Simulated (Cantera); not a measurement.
Feed: 1 mol SiC, 0.028 mol H2O, 20 mol N2, 0.49 mol N2O, equilibrated at 0.900 Torr.

Method: chemical equilibrium by Gibbs-energy minimisation in Cantera with the NASA 1993 tables (ideal gas, pure condensed phases). Candidate condensed phases: C, C6H6, C7H8, C8H18, H2O, Si, SiC, SiO2, Si2N2O, Si3N4; 151 gas species. Rates play no part.

Task: At 1123 K, list the 3 most abundant gas species with their mole fractions, and the condensed phases.

Result: N2 0.998, H2 0.00140, CO 0.000898. Condensed: C(graphite) + Si2N2O(s).
